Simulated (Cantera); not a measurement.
Input (Python, Cantera) and output of one run.

```python
import numpy as np
import cantera as ct

gas_names = """
    C CH CH2 CH3 CH2OH CH3O CH4 CH3OH CN CO CO2 COOH C2 C2H CHCO,ketyl C2H2,acetylene C2H2,vinylidene
    CH2CO,ketene C2H3,vinyl CH3CN CH3CO,acetyl C2H4 C2H4O,ethylen CH3CHO,ethanal CH3COOH (HCOOH)2 C2H5
    C2H6 CH3OCH3 C2H5OH CCN CNC C2N2 C2O C3 C3H3,propargyl C3H4,allene C3H4,propyne C3H4,cyclo-
    C3H5,allyl C3H6,propylene C3H6,cyclo- C3H6O C3H7,n-propyl C3H7,i-propyl C3H8 C3H8O,1propanol
    C3H8O,2propanol C3O2 C4 C4H2 C4H4,1,3-cyclo- C4H6,butadiene C4H6,2-butyne C4H6,cyclo- C4H8,1-butene
    C4H8,cis2-buten C4H8,tr2-butene C4H8,isobutene C4H8,cyclo- (CH3COOH)2 C4H9,n-butyl C4H9,i-butyl
    C4H9,s-butyl C4H9,t-butyl C4H10,isobutane C4H10,n-butane C4N2 C5 C5H6,1,3cyclo- C5H8,cyclo-
    C5H10,1-pentene C5H10,cyclo- C5H11,pentyl C5H11,t-pentyl C5H12,n-pentane C5H12,i-pentane
    CH3C(CH3)2CH3 C6H2 C6H5,phenyl C6H5O,phenoxy C6H6 C6H5OH,phenol C6H10,cyclo- C6H12,1-hexene
    C6H12,cyclo- C6H13,n-hexyl C7H7,benzyl C7H8 C7H8O,cresol C7H14,1-heptene C7H15,n-heptyl
    C7H16,n-heptane C8H8,styrene C8H10,ethylbenz C8H16,1-octene C8H17,n-octyl C8H18,isooctane
    C8H18,n-octane C9H19,n-nonyl C10H8,naphthale C10H21,n-decyl C12H9,o-bipheny C12H10,bipheny H HCN HCO
    HCCN HNC HNCO HNO HNO2 HNO3 HO2 H2 HCHO,formaldehy HCOOH H2O H2O2 N NCO NH NH2 NH3 NH2OH NO NO2 NO3
    N2 N2H2 N2H4 N2O O OH O2 O3 Si SiC SiC2 SiC4H12 SiH SiH2 SiH3 SiH4 SiN SiO SiO2 Si2 Si2C Si2N Si3
""".split()
cond_names = """
    C(gr) C6H6(L) C7H8(L) C8H18(L),n-octa H2O(s) H2O(L) Si(cr) Si(L) SiC(b) SiO2(Lqz) SiO2(hqz) SiO2(L)
    Si2N2O(s) Si3N4(a)
""".split()


def load(file, names, dense=False):
    # The tables refer to 1 bar. Condensed volumes are neglected.
    table = {s.name: s for s in ct.Species.list_from_file(file)}
    out = []
    for n in names:
        d = dict(table[n].input_data)
        d["thermo"] = dict(d["thermo"], **{"reference-pressure": 1e5})
        if dense:
            d["equation-of-state"] = {"model": "constant-volume", "density": "1e6 g/cm^3"}
        out.append(ct.Species.from_dict(d))
    return out


gas = ct.Solution(thermo="ideal-gas", species=load("nasa_gas.yaml", gas_names))
cond = {s.name: ct.Solution(thermo="fixed-stoichiometry", species=[s], name=s.name)
        for s in load("nasa_condensed.yaml", cond_names, dense=True)}
atoms = {
    'Si2H6': {'Si': 2, 'H': 6},
    'CO2': {'C': 1, 'O': 2},
    'N2': {'N': 2},
}
top_T = {'C(gr)': 4500, 'SiC(b)': 3050, 'Si2N2O(s)': 2100, 'Si3N4(a)': 2400}  # K; cautious upper limits of use, not melting points


def equilibrate(T, P, feed):
    n = {}
    for name, mol in feed.items():
        for a, k in atoms[name].items():
            n[a] = n.get(a, 0.0) + k * mol
    gas.TPX = T, P, n
    mass = sum(n.values()) * gas.mean_molecular_weight
    gas.equilibrate("TP")
    valid = [c for c in cond.values() if c.min_temp <= T <= top_T.get(c.name, c.max_temp)]
    mix = ct.Mixture([(gas, mass / gas.mean_molecular_weight)] + [(c, 0.0) for c in valid])
    mix.T, mix.P = T, P
    mix.equilibrate("TP", solver="vcs", rtol=1e-11, max_steps=5000)
    return mix


results = []
feed = {'Si2H6': 1, 'CO2': 0.31, 'N2': 1.8}  # mol
T = 1798.15  # K
P = 133.322  # Pa
mix = equilibrate(T, P, feed)
results.append((T, P, feed, dict(zip(mix.species_names, mix.species_moles))))
x = sorted(zip(gas.X, gas.species_names), reverse=True)
print(f"T = {T:g} K  P = {P:g} Pa  gas = {mix.phase_moles(0):.4g} mol")
print("   x: " + "  ".join(f"{s} {v:.3e}" for v, s in x if v > 0.001))
print("   condensed (mol): " + ("  ".join(f"{mix.phase(i).name} {mix.phase_moles(i):.4g}"
      for i in range(1, mix.n_phases) if mix.phase_moles(i) > 1e-12) or "none"))
```

Result:

```
T = 1798.15 K  P = 133.322 Pa  gas = 5.453 mol
   x: H2 5.465e-01  N2 3.301e-01  SiO 1.031e-01  CO 1.064e-02  H 7.138e-03  Si 2.319e-03
   condensed (mol): Si(L) 1.172  SiC(b) 0.2515
```

Cantera equilibrium calculation (NASA polynomials, part measured and part estimated; ideal gas, pure solids and liquids). The feed counts by its element totals alone. Mutual solubility and eutectic melting of coexisting phases are not modelled. The tables' values for SiN are old estimates; treat these amounts as uncertain. Gases not in the tables: Si2H6 and higher silanes.
